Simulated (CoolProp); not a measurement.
Vapour-liquid equilibrium of carbon dioxide (1) + dimethyl ether (2) at -15.05 °C; x and y are mole fractions of (1).

Values from CoolProp's multi-fluid Helmholtz-energy mixture model, Span 1996 and Wu 2011; pair parameters Bell 2016.

```csv
x,bubble pressure (bar),y at the bubble point,dew pressure at overall composition x (bar),liquid density (mol/L)
0.05,2.190,0.328,1.594,15.98
0.2,4.470,0.709,1.869,16.96
0.35,7.165,0.846,2.256,18.02
0.5,10.27,0.914,2.843,19.15
0.65,13.74,0.952,3.844,20.34
0.8,17.49,0.977,5.950,21.53
0.95,21.48,0.995,13.44,22.61
```

No azeotrope shows between x = 0.05 and 0.95.

The pair parameters rest on a limited set of measurements; away from them the model extrapolates.
